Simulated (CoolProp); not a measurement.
Computed with CoolProp (reference Helmholtz-energy equation of state, Schroeder 2014).

**Question.** For ethanol, give the phase and the density (kg/m³), cv (kJ/(kg K)), isothermal compressibility (1/MPa), expansivity (1/kK) at 311.2 K and 35.8 MPa; 364.9 K and 35.8 MPa.

**Answer.** 
- 311.2 K and 35.8 MPa: liquid; density 803, cv 2.12, isothermal compressibility 0.000865, expansivity 0.916
- 364.9 K and 35.8 MPa: liquid; density 762, cv 2.47, isothermal compressibility 0.00115, expansivity 1.06
